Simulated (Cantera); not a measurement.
Charge: 1 mol Zr, 5.6 mol O2, 21 mol H2, held at 428 Torr.

Method: chemical equilibrium by Gibbs-energy minimisation in Cantera with the NASA 1993 tables (ideal gas, pure condensed phases). Candidate condensed phases: H2O, Zr, ZrO2; 12 gas species. Kinetics and transport are ignored. All values below are at 1975 °C.

Base state: H2 0.556, H2O 0.435, H 0.00726, OH 0.000851 (mole fractions); condensed: ZrO2(tetragonal).

Question: What changes in the equilibrium state with this change: O2 from 5.6 to 0.02 mol?

Answer: 
```json
[
 {"species": "H2", "before": "0.556", "after": "0.990"},
 {"species": "H", "before": "0.00726", "after": "0.00968"},
 {"species": "H2O", "before": "0.435", "after": "7.41e-6"},
 {"species": "OH", "before": "0.000851", "after": "1.09e-8"},
 {"species": "ZrO2(tetragonal), mol", "before": "1.00", "after": "0.0199"},
 {"species": "Zr(l), mol", "before": "0", "after": "0.980"}
]
```
Mutual solubility and eutectic melting of coexisting phases are not modelled. Condensed phases not in the tables: N, O or C dissolved in the metal.
